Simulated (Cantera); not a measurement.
A closed system holds: 1 mol c-C4F8, a varied amount of H2, at 3250 °C and 75.0 Torr.

Method: chemical equilibrium by Gibbs-energy minimisation in Cantera with the NASA 1993 tables (ideal gas, pure condensed phases). Candidate condensed phases: C, C6H6, C7H8, C8H18; 95 gas species. The feed counts by its element totals alone. Kinetics and transport are ignored.

Question: At 0.17 mol H2, list the 4 most abundant gas species with their mole fractions, and the condensed phases.

Answer: F 0.699, CF 0.123, C3 0.0805, HF 0.0354. Condensed: gas only.
